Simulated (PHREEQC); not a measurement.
# Copper plating or etch bath: an equilibrium model

Consider water at 25 °C with 0.0049 mol CuCl2, 0.0012 mol HBF4 and 0.035 mol NaCl per kg of water. Closed to the air; pH follows from the charge balance.

The numbers come from PHREEQC with the ion-association model, phreeqc.dat.

Precipitation was switched off in this run.

**Question.** What pH does the model give?

**Answer.** pH 2.85.

**Question.** In which forms is F present?

**Answer.** HF 40 %, BF4- 29 %, F- 24 %, BF3OH- 4.1 %, BF2(OH)2- 1.9 %, CuF+ 0.9 % of the F.

Complexes and solids missing from the database can't appear. Real BF4- forms and hydrolyses slowly; the run takes it at equilibrium.
